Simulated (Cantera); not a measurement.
A Cantera script and what it prints.

```python
import numpy as np
import cantera as ct

gas_names = """
    S2 CS2 H2 H2S PbS
""".split()
cond_names = """
    C(gr) Ni(cr) Ni(L) NiS(b) NiS(a) NiS(L) Ca(a) Ca(b) Ca(L) CaS(s) Ni3S4(s) Ba(cr) Ba(L) BaS(s) Pb(cr)
    Pb(L)
""".split()


# ... load() reads the species with a 1 bar reference pressure and builds the phases ...
species = {s.name: s for s in load("nasa_gas.yaml", gas_names) + load("nasa_condensed.yaml", cond_names)}
# Each term lists the table entries of one substance; the one whose range holds T is used.
reactions = {
    'C + S2(g) = CS2(g)':
        [(-1, ['C(gr)']), (-1, ['S2']), (1, ['CS2'])],
    '2 Ni + S2(g) = 2 NiS':
        [(-2, ['Ni(cr)', 'Ni(L)']), (-1, ['S2']), (2, ['NiS(b)', 'NiS(a)', 'NiS(L)'])],
    '2 Ca + S2(g) = 2 CaS':
        [(-2, ['Ca(a)', 'Ca(b)', 'Ca(L)']), (-1, ['S2']), (2, ['CaS(s)'])],
    '1.5 Ni + S2(g) = 0.5 Ni3S4':
        [(-1.5, ['Ni(cr)', 'Ni(L)']), (-1, ['S2']), (0.5, ['Ni3S4(s)'])],
    '2 H2(g) + S2(g) = 2 H2S(g)':
        [(-2, ['H2']), (-1, ['S2']), (2, ['H2S'])],
    '2 Ba + S2(g) = 2 BaS':
        [(-2, ['Ba(cr)', 'Ba(L)']), (-1, ['S2']), (2, ['BaS(s)'])],
    '2 Pb + S2(g) = 2 PbS(g)':
        [(-2, ['Pb(cr)', 'Pb(L)']), (-1, ['S2']), (2, ['PbS'])],
}


def pick(names, T):
    return next(species[n] for n in names if species[n].thermo.min_temp <= T <= species[n].thermo.max_temp)


results = []
for label, terms in reactions.items():
    print(label)
    print("     T/K   dH/kJ  dS/(J/K)   dG/kJ   log10 K")
    for T in [375, 400, 425, 450, 475, 500, 525, 550, 575, 600]:
        used = [(nu, pick(names, T)) for nu, names in terms]
        dH = sum(nu * s.thermo.h(T) for nu, s in used) / 1e6
        dS = sum(nu * s.thermo.s(T) for nu, s in used) / 1e3
        dG = dH - T * dS / 1e3
        logK = -dG * 1e6 / (ct.gas_constant * T * np.log(10))
        results.append((label, T, dH, dS, dG, logK, [s.name for _, s in used]))
        print(f"{T:8g} {dH:8.1f} {dS:8.1f} {dG:8.1f} {logK:8.2f}")
```

It prints:

```
C + S2(g) = CS2(g)
     T/K   dH/kJ  dS/(J/K)   dG/kJ   log10 K
     375    -11.1      4.9    -13.0     1.81
     400    -11.0      5.2    -13.1     1.71
     425    -10.9      5.4    -13.2     1.63
     450    -10.8      5.6    -13.4     1.55
     475    -10.8      5.8    -13.5     1.49
     500    -10.7      6.0    -13.7     1.43
     525    -10.6      6.1    -13.8     1.37
     550    -10.5      6.2    -14.0     1.33
     575    -10.5      6.3    -14.1     1.28
     600    -10.4      6.4    -14.3     1.24
2 Ni + S2(g) = 2 NiS
     T/K   dH/kJ  dS/(J/K)   dG/kJ   log10 K
     375   -303.4   -179.9   -235.9    32.87
     400   -303.2   -179.3   -231.5    30.22
     425   -302.9   -178.7   -227.0    27.90
     450   -302.7   -178.1   -222.5    25.83
     475   -302.4   -177.6   -218.1    23.98
     500   -302.2   -177.1   -213.6    22.32
     525   -301.9   -176.6   -209.2    20.82
     550   -301.7   -176.2   -204.8    19.45
     575   -301.5   -175.8   -200.4    18.21
     600   -301.4   -175.6   -196.0    17.07
2 Ca + S2(g) = 2 CaS
     T/K   dH/kJ  dS/(J/K)   dG/kJ   log10 K
     375  -1074.0   -197.7   -999.9   139.27
     400  -1073.8   -197.1   -994.9   129.92
     425  -1073.5   -196.5   -990.0   121.68
     450  -1073.3   -195.9   -985.1   114.35
     475  -1073.0   -195.4   -980.2   107.79
     500  -1072.8   -195.0   -975.3   101.89
     525  -1072.6   -194.5   -970.5    96.56
     550  -1072.4   -194.2   -965.6    91.70
     575  -1072.2   -193.9   -960.8    87.28
     600  -1072.1   -193.6   -955.9    83.22
1.5 Ni + S2(g) = 0.5 Ni3S4
     T/K   dH/kJ  dS/(J/K)   dG/kJ   log10 K
     375   -278.1   -177.3   -211.6    29.48
     400   -277.8   -176.5   -207.2    27.06
     425   -277.5   -175.7   -202.8    24.92
     450   -277.1   -174.9   -198.4    23.03
     475   -276.7   -174.1   -194.0    21.34
     500   -276.3   -173.3   -189.7    19.82
     525   -275.9   -172.5   -185.4    18.44
     550   -275.5   -171.7   -181.1    17.20
     575   -275.1   -171.0   -176.8    16.06
     600   -274.7   -170.3   -172.5    15.02
2 H2(g) + S2(g) = 2 H2S(g)
     T/K   dH/kJ  dS/(J/K)   dG/kJ   log10 K
     375   -171.1    -83.2   -139.9    19.49
     400   -171.6    -84.5   -137.8    18.00
     425   -172.2    -85.8   -135.7    16.68
     450   -172.7    -87.0   -133.5    15.50
     475   -173.2    -88.1   -131.3    14.44
     500   -173.7    -89.1   -129.1    13.49
     525   -174.1    -90.0   -126.9    12.62
     550   -174.6    -90.9   -124.6    11.83
     575   -175.0    -91.6   -122.3    11.11
     600   -175.4    -92.4   -120.0    10.45
2 Ba + S2(g) = 2 BaS
     T/K   dH/kJ  dS/(J/K)   dG/kJ   log10 K
     375  -1054.9   -194.0   -982.1   136.80
     400  -1054.6   -193.5   -977.3   127.61
     425  -1054.4   -193.0   -972.4   119.51
     450  -1054.2   -192.5   -967.6   112.31
     475  -1054.0   -192.1   -962.8   105.87
     500  -1053.8   -191.7   -958.0   100.08
     525  -1053.7   -191.3   -953.2    94.84
     550  -1053.5   -191.0   -948.4    90.07
     575  -1053.3   -190.7   -943.7    85.72
     600  -1053.2   -190.5   -938.9    81.74
2 Pb + S2(g) = 2 PbS(g)
     T/K   dH/kJ  dS/(J/K)   dG/kJ   log10 K
     375    133.9    141.2     81.0   -11.28
     400    133.5    140.1     77.5   -10.12
     425    133.1    139.0     74.0    -9.09
     450    132.6    138.0     70.5    -8.19
     475    132.2    137.0     67.1    -7.38
     500    131.7    136.0     63.7    -6.65
     525    131.2    135.0     60.3    -6.00
     550    130.7    134.1     56.9    -5.41
     575    130.2    133.2     53.6    -4.87
     600    129.6    132.3     50.3    -4.38
```

Standard-state values (1 bar) from the NASA 1993 polynomials, evaluated with Cantera. Condensed species are held in their standard states even where they would react or evaporate.
